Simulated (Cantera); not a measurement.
Input: 1 mol C₃H₈, a varied amount of CO₂, held at 400 °C and 7.80 bar.

Method: chemical equilibrium by Gibbs-energy minimisation in Cantera with the NASA 1993 tables (ideal gas, pure condensed phases). Candidate condensed phases: C, C₆H₆, C₇H₈, C₈H₁₈, H₂O; 110 gas species. Rates play no part.

**Question.** At 0.29 mol CO₂, list the 4 most abundant gas species with their mole fractions, and the condensed phases.

**Answer.** CH₄ 0.692, H₂O 0.219, H₂ 0.0762, CO₂ 0.0119. Condensed: C(graphite).
